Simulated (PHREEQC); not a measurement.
Consider water at 20 °C with 140 mmol/kgw HF and 0.2 mmol/kgw NaCl. It is in equilibrium with CO2 at log p = -3.5 (atm). Otherwise closed; pH follows from the charge balance.

Computed with PHREEQC (ion-association model, phreeqc.dat).

This is a speciation only: nothing precipitates in the calculation.

Task: Order these F species by the share of F that they hold, largest first: HF2-, HF, F-.

Result: HF (88 %), F- (6.3 %), HF2- (5.7 %)

The pH is 1.94 and the ionic strength 0.0129 mol/kgw.
